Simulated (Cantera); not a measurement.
Charge: 1 mol TEOS, 0.21 mol O3, 1.3 mol N2, equilibrated at 0.850 bar.

Equilibrium computed with Cantera from the NASA thermochemical tables; the gas is ideal and each condensed phase is pure. Candidate condensed phases: C, C6H6, C7H8, C8H18, H2O, Si, SiC, SiO2, Si2N2O, Si3N4; 151 gas species. The feed counts by its element totals alone. Mutual solubility and eutectic melting of coexisting phases are not modelled. The tables hold silica as quartz up to 1696 K and as liquid above; real silica turns to tridymite and cristobalite and melts near 1996 K. Rates play no part.

log p: log10 of the partial pressure in bar; n: condensed amount in mol.

```json
[
 {"T (°C)": "327", "log p H2": "-1.20", "log p CH4": "-0.42", "log p CO": "-3.73", "log p H2O": "-0.62", "log p N2": "-0.86", "log p CO2": "-1.70", "n C(graphite)": "4.24", "n SiO2(α-quartz)": "1.00", "n SiO2(β-quartz)": "0", "n Si2N2O(s)": "0", "n SiC(s)": "0"},
 {"T (°C)": "427", "log p H2": "-0.73", "log p CH4": "-0.52", "log p CO": "-2.59", "log p H2O": "-0.69", "log p N2": "-0.89", "log p CO2": "-1.58", "n C(graphite)": "4.69", "n SiO2(α-quartz)": "1.00", "n SiO2(β-quartz)": "0", "n Si2N2O(s)": "0", "n SiC(s)": "0"},
 {"T (°C)": "527", "log p H2": "-0.44", "log p CH4": "-0.75", "log p CO": "-1.75", "log p H2O": "-0.83", "log p N2": "-0.95", "log p CO2": "-1.52", "n C(graphite)": "5.40", "n SiO2(α-quartz)": "1.00", "n SiO2(β-quartz)": "0", "n Si2N2O(s)": "0", "n SiC(s)": "0"},
 {"T (°C)": "627", "log p H2": "-0.30", "log p CH4": "-1.10", "log p CO": "-1.18", "log p H2O": "-1.09", "log p N2": "-1.02", "log p CO2": "-1.61", "n C(graphite)": "5.72", "n SiO2(α-quartz)": "0", "n SiO2(β-quartz)": "1.00", "n Si2N2O(s)": "0", "n SiC(s)": "0"},
 {"T (°C)": "727", "log p H2": "-0.24", "log p CH4": "-1.51", "log p CO": "-0.90", "log p H2O": "-1.55", "log p N2": "-1.07", "log p CO2": "-2.04", "n C(graphite)": "5.47", "n SiO2(α-quartz)": "0", "n SiO2(β-quartz)": "1.00", "n Si2N2O(s)": "0", "n SiC(s)": "0"},
 {"T (°C)": "827", "log p H2": "-0.23", "log p CH4": "-1.90", "log p CO": "-0.82", "log p H2O": "-2.09", "log p N2": "-1.09", "log p CO2": "-2.69", "n C(graphite)": "5.33", "n SiO2(α-quartz)": "0", "n SiO2(β-quartz)": "1.00", "n Si2N2O(s)": "0", "n SiC(s)": "0"},
 {"T (°C)": "927", "log p H2": "-0.22", "log p CH4": "…", "log p CO": "-0.80", "log p H2O": "…", "log p N2": "-1.10", "log p CO2": "…", "n C(graphite)": "5.32", "n SiO2(α-quartz)": "0", "n SiO2(β-quartz)": "1.00", "n Si2N2O(s)": "0", "n SiC(s)": "0"},
 {"T (°C)": "1027", "log p H2": "-0.22", "log p CH4": "…", "log p CO": "-0.80", "log p H2O": "…", "log p N2": "-1.10", "log p CO2": "…", "n C(graphite)": "5.34", "n SiO2(α-quartz)": "0", "n SiO2(β-quartz)": "1.00", "n Si2N2O(s)": "0", "n SiC(s)": "0"},
 {"T (°C)": "1127", "log p H2": "-0.22", "log p CH4": "-2.80", "log p CO": "-0.79", "log p H2O": "-3.44", "log p N2": "-1.10", "log p CO2": "-4.36", "n C(graphite)": "5.35", "n SiO2(α-quartz)": "0", "n SiO2(β-quartz)": "1.000", "n Si2N2O(s)": "0", "n SiC(s)": "0"},
 {"T (°C)": "1227", "log p H2": "-0.22", "log p CH4": "-3.04", "log p CO": "-0.74", "log p H2O": "-3.73", "log p N2": "-1.16", "log p CO2": "-4.65", "n C(graphite)": "4.91", "n SiO2(α-quartz)": "0", "n SiO2(β-quartz)": "0.703", "n Si2N2O(s)": "0.149", "n SiC(s)": "0"},
 {"T (°C)": "1327", "log p H2": "-0.25", "log p CH4": "-3.28", "log p CO": "-0.63", "log p H2O": "-3.93", "log p N2": "-1.34", "log p CO2": "-4.79", "n C(graphite)": "3.86", "n SiO2(α-quartz)": "0", "n SiO2(β-quartz)": "0", "n Si2N2O(s)": "0.499", "n SiC(s)": "0"},
 {"T (°C)": "1427", "log p H2": "-0.25", "log p CH4": "-3.45", "log p CO": "-0.63", "log p H2O": "-4.19", "log p N2": "-1.34", "log p CO2": "-5.11", "n C(graphite)": "3.86", "n SiO2(α-quartz)": "0", "n SiO2(β-quartz)": "0", "n Si2N2O(s)": "0.497", "n SiC(s)": "0"},
 {"T (°C)": "1527", "log p H2": "-0.27", "log p CH4": "-3.66", "log p CO": "-0.61", "log p H2O": "-4.43", "log p N2": "-1.16", "log p CO2": "-5.35", "n C(graphite)": "2.39", "n SiO2(α-quartz)": "0", "n SiO2(β-quartz)": "0", "n Si2N2O(s)": "0", "n SiC(s)": "0.974"}
]
```

Question: Some entries are withheld; supply them.

Answer: 
- 927, log p CH4: -2.24
- 927, log p H2O: -2.61
- 927, log p CO2: -3.32
- 1027, log p CH4: -2.54
- 1027, log p H2O: -3.05
- 1027, log p CO2: -3.88
